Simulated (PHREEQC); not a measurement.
Consider water at 25 °C with 1.3 mol/kgw NaOH, 0.22 mol/kgw K2SO4 and 2.3 mol/kgw KBr. Closed to the air; pH follows from the charge balance.

Computed with PHREEQC (Pitzer model, pitzer.dat).

```tsv
quantity	before	after
pH	14.05	12.03
SI of Arcanite (K2SO4)	-0.07	-4.43
SI of Misenite (K8H6(SO4)7)	-88.57	-95.63
```

Question: What was changed between the two runs?
(A) diluted 2-fold with water
(B) NaOH left out
(C) KBr left out
(D) diluted 10-fold with water
(E) diluted 100-fold with water

Answer: E, diluted 100-fold with water

No solid was allowed to form. In brines, pH and single-ion activities rest on the MacInnes convention.
